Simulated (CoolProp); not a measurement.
Chloromethane (R40) along the isotherm 427.2 K: Z from the reference equation and from simpler models built on Tc = 418.6 K, pc = 6.929 MPa, ω = 0.150; each cubic takes its own stable root.

Values from CoolProp's reference Helmholtz-energy equation of state, Thol 2014.

```json
[
 {"p (MPa)": "0.219", "phase": "gas", "reference": "0.9891"},
 {"p (MPa)": "0.39", "phase": "gas", "reference": "0.9804"},
 {"p (MPa)": "0.693", "phase": "gas", "reference": "0.9649"},
 {"p (MPa)": "1.23", "phase": "gas", "reference": "0.9367"},
 {"p (MPa)": "2.19", "phase": "gas", "reference": "0.8838"},
 {"p (MPa)": "3.9", "phase": "gas", "reference": "0.7786"},
 {"p (MPa)": "6.93", "phase": "supercritical", "reference": "0.5100"},
 {"p (MPa)": "12.3", "phase": "supercritical", "reference": "0.2892"},
 {"p (MPa)": "21.9", "phase": "supercritical", "reference": "0.4474"},
 {"p (MPa)": "39", "phase": "supercritical", "reference": "0.7214"},
 {"p (MPa)": "69.3", "phase": "supercritical", "reference": "1.173"}
]
```

How far does each simpler model (van der Waals, Redlich-Kwong, Soave-Redlich-Kwong, Peng-Robinson) lie from the reference over these 11 states: mean and median of the absolute difference, and the worst?


- van der Waals: mean 15.2 %, median 4.3 %, worst +37.9 % at 427.2 K and 69.3 MPa
- Redlich-Kwong: mean 4.3 %, median 1.7 %, worst +15.5 % at 427.2 K and 12.3 MPa
- Soave-Redlich-Kwong: mean 4.6 %, median 1.9 %, worst +16.5 % at 427.2 K and 12.3 MPa
- Peng-Robinson: mean 1.4 %, median 0.3 %, worst +5.4 % at 427.2 K and 12.3 MPa
